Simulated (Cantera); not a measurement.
Feed: 1 mol AlN, 0.15 mol O2, 12 mol N2, at 69.0 Pa.

These are equilibrium values from Cantera (NASA tables, ideal gas, pure condensed phases), not measurements of a reactor. Candidate condensed phases: Al, AlN, Al2O3; 16 gas species. Mutual solubility and eutectic melting of coexisting phases are not modelled. The numbers say what is thermodynamically allowed, not how fast it happens. All values below are at 1723 K.

Base state: N2 0.997, Al 0.00250, Al2O 0.000611 (mole fractions); condensed: AlN(s) + Al2O3(s).

What changes in the equilibrium state with this change: 0.021 mol Cl2 added?


```json
[
 {"species": "N2", "before": "0.997", "after": "0.993"},
 {"species": "AlCl", "before": "0", "after": "0.00344"},
 {"species": "Al", "before": "0.00250", "after": "0.00251"},
 {"species": "Al2O", "before": "0.000611", "after": "0.000613"},
 {"species": "AlN(s), mol", "before": "0.760", "after": "0.717"},
 {"species": "Al2O3(s), mol", "before": "0.0975", "after": "0.0975"}
]
```
Further candidate phases: AlCl3.
